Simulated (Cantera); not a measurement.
A closed system holds: 1 mol CCl4, 0.015 mol Si, held at 1475 K and 0.100 bar.

Equilibrium computed with Cantera from the NASA thermochemical tables; the gas is ideal and each condensed phase is pure. Candidate condensed phases: C, Si, SiC; 24 gas species. The numbers say what is thermodynamically allowed, not how fast it happens.

Base state: Cl2 0.849, Cl 0.143, SiCl4 0.00701, CCl4 1.65e-5 (mole fractions); condensed: C(graphite).

Q: What changes in the equilibrium state with this change: CCl4 replaced by CF4?

A: 
```
species            before    after
----------------  -------  -------
CF4                     0    0.985
SiF4                    0   0.0150
CF2                     0  9.17e-5
Cl2                 0.849        0
Cl                  0.143        0
SiCl4             0.00701        0
CF3                     0  4.05e-5
CCl4              1.65e-5        0
C(graphite), mol    1.000   0.0149
```
Gases not in the tables: C2F6 and larger saturated fluorocarbons.
